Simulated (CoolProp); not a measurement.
Vapour-liquid equilibrium of propane (1) + R227EA (2) at 25.05 °C; x and y are mole fractions of (1).

The numbers come from the multi-fluid Helmholtz-energy mixture model, Lemmon 2009 and Lemmon 2016; pair parameters Bell 2016 in CoolProp.

```csv
x,"bubble pressure, mixture model (MPa)","bubble pressure, Raoult's law (MPa)","y, mixture model","y, Raoult's law"
0.05,0.5450,0.4803,0.181,0.099
0.125,0.6603,0.5177,0.350,0.230
0.2,0.7531,0.5550,0.456,0.344
0.275,0.8257,0.5923,0.527,0.443
0.35,0.8814,0.6297,0.580,0.530
0.425,0.9238,0.6670,0.621,0.607
0.5,0.9561,0.7044,0.656,0.677
0.575,0.9807,0.7417,0.688,0.739
0.65,0.9988,0.7790,0.721,0.795
0.725,1.011,0.8164,0.756,0.847
0.8,1.015,0.8537,0.799,0.893
0.875,1.008,0.8911,0.853,0.936
0.95,0.9840,0.9284,0.929,0.975
```

The largest gap from Raoult's law is +40.0 % in bubble pressure, at x = 0.35. y crosses x between x = 0.725 and 0.8: the model has an azeotrope there.

The pair parameters rest on a limited set of measurements; away from them the model extrapolates.
